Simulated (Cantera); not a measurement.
Feed: 1 mol CH₂F₂, 2.5 mol H₂, 0.99 mol HCl, equilibrated at 2250 K and 56.3 Torr.

Method: chemical equilibrium by Gibbs-energy minimisation in Cantera with the NASA 1993 tables (ideal gas, pure condensed phases). Candidate condensed phases: C, C₆H₆, C₇H₈, C₈H₁₈; 118 gas species. The numbers say what is thermodynamically allowed, not how fast it happens.

Base state: H₂ 0.442, HF 0.360, HCl 0.173, H 0.0180, Cl 0.00511, C₂H₂ (acetylene) 0.00148, F 1.49e-5 (mole fractions); condensed: C(graphite).

Problem. What changes in the equilibrium state with this change: temperature from 2250 K to 773.15 K?

Solution. 
| species | before | after |
|---|---|---|
| H₂ | 0.442 | 0.414 |
| HF | 0.360 | 0.374 |
| HCl | 0.173 | 0.185 |
| CH₄ | 3.47e-6 | 0.0271 |
| H | 0.0180 | <1e-9 |
| Cl | 0.00511 | <1e-9 |
| C₂H₂ (acetylene) | 0.00148 | <1e-9 |
| F | 1.49e-5 | <1e-9 |
| C(graphite), mol | 0.983 | 0.855 |
